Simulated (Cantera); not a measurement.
**Thermodynamics of thermal oxidation and active oxidation of silicon, feed Si + N₂O + H₂**

Feed: 1 mol Si, 0.015 mol N₂O, 1.8 mol H₂, held at 0.530 bar.

These are equilibrium values from Cantera (NASA tables, ideal gas, pure condensed phases), not measurements of a reactor. Candidate condensed phases: H₂O, Si, SiO₂, Si₂N₂O, Si₃N₄; 35 gas species. Mutual solubility and eutectic melting of coexisting phases are not modelled. Gases not in the tables: Si₂H₆ and higher silanes. Kinetics and transport are ignored.

```tsv
T (°C)	x H₂	x N₂	x SiO	x H	x SiH₂	x Si	x SiH	x H₂O	n Si(s)	n Si₂N₂O(s)	n Si(l)
1175	1.000	3.68e-6	3.70e-6	1.27e-5	7.48e-7	5.52e-9	1.61e-8	1.88e-8	0.970	0.0150	0
1225	1.000	1.16e-5	1.16e-5	2.36e-5	1.46e-6	1.89e-8	4.46e-8	3.98e-8	0.970	0.0150	0
1275	1.000	3.36e-5	3.36e-5	4.23e-5	2.73e-6	5.99e-8	1.16e-7	8.02e-8	0.970	0.0149	0
1325	1.000	9.11e-5	9.11e-5	7.31e-5	4.89e-6	1.76e-7	2.82e-7	1.55e-7	0.970	0.0148	0
1375	0.999	0.000232	0.000232	0.000122	8.47e-6	4.86e-7	6.51e-7	2.87e-7	0.970	0.0146	0
1425	0.999	0.000564	0.000564	0.000198	1.39e-5	1.24e-6	1.40e-6	5.26e-7	0	0.0140	0.971
1475	0.997	0.00136	0.00136	0.000313	2.05e-5	2.75e-6	2.66e-6	1.06e-6	0	0.0125	0.972
1525	0.993	0.00311	0.00310	0.000482	2.93e-5	5.82e-6	4.84e-6	2.03e-6	0	0.00937	0.976
1575	0.986	0.00679	0.00678	0.000723	4.10e-5	1.18e-5	8.53e-6	3.76e-6	0	0.00261	0.982
1625	0.982	0.00819	0.00819	0.00106	5.66e-5	2.32e-5	1.46e-5	3.90e-6	0	0	0.985
1675	0.982	0.00819	0.00819	0.00154	7.69e-5	4.38e-5	2.43e-5	3.38e-6	0	0	0.985
1725	0.981	0.00818	0.00818	0.00218	0.000103	8.02e-5	3.94e-5	2.95e-6	0	0	0.985
```
x: gas mole fraction; n: condensed amount in mol.

From 1175 °C to 1375 °C the condensed part is Si(s) + Si₂N₂O(s). From 1425 °C to 1575 °C the condensed part is Si(l) + Si₂N₂O(s). From 1625 °C to 1725 °C the condensed part is Si(l). The main Si-bearing gas is SiO throughout.
